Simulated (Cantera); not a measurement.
An adiabatic, constant-volume homogeneous reactor starts with 6.48 % CH₄, 19.6 % O₂, 73.9 % N₂, equivalence ratio 0.66, at 1400 K and 20000 Pa.

Computed with Cantera and GRI-Mech 3.0 (53 species, 325 reactions).

Q: Predict: time of steepest temperature rise; temperature at 0.400 s; equilibrium temperature; x(O₂) at 0.400 s; x(NO) at 0.400 s; x(HCO) at 0.400 s; x(OH) at 0.400 s.

A: 
```
Item                                                                 Value
---------------------------------  ---------------------------------------
time of steepest temperature rise                                  9.41 ms
temperature at 0.400 s                                              2595 K
equilibrium temperature                                             2595 K
x(O₂) at 0.400 s                     0.0621 (gas-phase equilibrium 0.0621)
x(NO) at 0.400 s                     0.0140 (gas-phase equilibrium 0.0140)
x(HCO) at 0.400 s                  4.15e-9 (gas-phase equilibrium 4.15e-9)
x(OH) at 0.400 s                     0.0188 (gas-phase equilibrium 0.0188)
```
